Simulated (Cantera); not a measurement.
A Cantera script and what it prints.

```python
import numpy as np
import cantera as ct

gas_names = """
    CL CL2 H HCL H2 Si SiCL SiCL2 SiCL3 SiCL4 SiH SiHCL3 SiH2 SiH2CL2 SiH3 SiH3CL SiH4 Si2 Si3
""".split()
cond_names = """
    Si(cr) Si(L)
""".split()


# ... load() reads the species with a 1 bar reference pressure and builds the phases ...
atoms = {
    'Si2Cl6': {'Si': 2, 'CL': 6},
    'Cl2': {'CL': 2},
    'H2': {'H': 2},
}
top_T = {}  # K; cautious upper limits of use, not melting points


# ... equilibrate(T, P, feed) seeds the gas with the atoms and calls Mixture.equilibrate('TP', solver="gibbs", rtol=1e-10, max_steps=50000) ...
results = []
feed = {'Si2Cl6': 1, 'Cl2': 0.25, 'H2': 10}  # mol
T = 1125  # K
for P in [100, 230, 540, 1300, 2900, 6800, 16000, 37000, 86000, 200000]:
    mix = equilibrate(T, P, feed)
    results.append((T, P, feed, dict(zip(mix.species_names, mix.species_moles))))

top = {s: max(r[3][s] / sum(r[3][g] for g in gas_names) for r in results) for s in gas_names}
cols = sorted((s for s in top if top[s] > 1e-05), key=lambda s: -top[s])[:7]
seen = [c for c in cond_names if any(r[3].get(c, 0) > 1e-12 for r in results)]
print("log10 of partial pressures in bar; condensed amounts in mol")
print(f"{'P/Pa':>10s}" + "".join(f"{s[:9]:>10s}" for s in cols + seen))
for T, P, feed, n in results:
    ng = sum(n[g] for g in gas_names)
    print(f"{P:10.4g}" + "".join(f"{np.log10(max(n[s] / ng * P / 1e5, 1e-99)):10.3f}" for s in cols)
          + "".join(f"{n.get(c, 0):10.4g}" for c in seen))
```

Output:

```
log10 of partial pressures in bar; condensed amounts in mol
      P/Pa        H2       HCL     SiCL4    SiHCL3     SiCL2     SiCL3   SiH2CL2    Si(cr)
       100    -3.130    -3.883    -4.234    -5.241    -4.309    -4.816    -7.160    0.4111
       230    -2.758    -3.586    -3.791    -4.723    -4.088    -4.485    -6.567    0.4331
       540    -2.378    -3.289    -3.363    -4.212    -3.874    -4.163    -5.972    0.4389
      1300    -1.989    -2.989    -2.941    -3.701    -3.663    -3.847    -5.372    0.4305
      2900    -1.634    -2.719    -2.570    -3.245    -3.477    -3.568    -4.832    0.4134
      6800    -1.259    -2.435    -2.186    -2.770    -3.285    -3.281    -4.266     0.388
   1.6e+04    -0.884    -2.154    -1.811    -2.301    -3.098    -2.999    -3.703    0.3569
   3.7e+04    -0.518    -1.881    -1.451    -1.848    -2.918    -2.730    -3.156    0.3221
   8.6e+04    -0.150    -1.609    -1.098    -1.399    -2.741    -2.464    -2.612     0.283
     2e+05     0.217    -1.339    -0.751    -0.956    -2.568    -2.205    -2.072    0.2397
```

Equilibrium computed with Cantera from the NASA thermochemical tables; the gas is ideal and each condensed phase is pure. The feed counts by its element totals alone. The tables' values for SiCl3 are old estimates; treat these amounts as uncertain.
